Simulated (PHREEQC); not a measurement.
Make-up at 25 °C: 0.055 mol NH3, 0.00063 mol CO2 and 0.00079 mol K2CO3 per kg of water. Closed to the air; pH follows from the charge balance.

Computed with PHREEQC (ion-association model, phreeqc.dat).

The pH comes out as 10.79, the ionic strength is 0.00432 mol/kgw and the specific conductance comes out as 510 µS/cm. The total alkalinity is 56.6 meq/kg.

```json
[
 {"species": "NH3", "molality": "0.0534", "activity": "0.0534", "log γ": "0.000"},
 {"species": "NH4+", "molality": "0.00162", "activity": "0.00151", "log γ": "-0.032"},
 {"species": "K+", "molality": "0.00158", "activity": "0.00147", "log γ": "-0.031"},
 {"species": "CO3-2", "molality": "0.00111", "activity": "0.000842", "log γ": "-0.120"},
 {"species": "OH-", "molality": "0.000674", "activity": "0.000628", "log γ": "-0.031"},
 {"species": "HCO3-", "molality": "0.000310", "activity": "0.000289", "log γ": "-0.030"},
 {"species": "CO2", "molality": "1.05e-8", "activity": "1.05e-8", "log γ": "0.000"}
]
```

Precipitation was switched off in this run.
